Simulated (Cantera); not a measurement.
# SiCl4 + Cl2 + N2 (silicon epitaxy and polysilicon growth)

Feed: 1 mol SiCl4, 0.28 mol Cl2, a varied amount of N2, at 1200 K and 3.30 mbar.

Equilibrium computed with Cantera from the NASA thermochemical tables; the gas is ideal and each condensed phase is pure. Candidate condensed phases: Si, Si3N4; 13 gas species. Equilibrium is a limit: real reactors are often held back by kinetics, nucleation or transport.

```tsv
n(N2) (mol)	x N2	x SiCl4	x Cl	x Cl2	x SiCl3
34	0.961	0.0283	0.00582	0.00500	1.01e-6
40	0.966	0.0242	0.00528	0.00412	9.50e-7
47	0.971	0.0207	0.00479	0.00339	8.96e-7
56	0.976	0.0174	0.00430	0.00273	8.42e-7
67	0.979	0.0146	0.00384	0.00217	7.92e-7
79	0.982	0.0124	0.00345	0.00176	7.49e-7
94	0.985	0.0105	0.00308	0.00140	7.08e-7
110	0.987	0.00897	0.00277	0.00113	6.74e-7
130	0.989	0.00761	0.00247	0.000898	6.41e-7
160	0.991	0.00619	0.00213	0.000670	6.04e-7
190	0.992	0.00522	0.00188	0.000522	5.77e-7
220	0.993	0.00451	0.00169	0.000421	5.56e-7
```
x: gas mole fraction; nothing condenses.

From 34 mol N2 to 220 mol N2 nothing is condensed. The main Si-bearing gas is SiCl4 throughout.
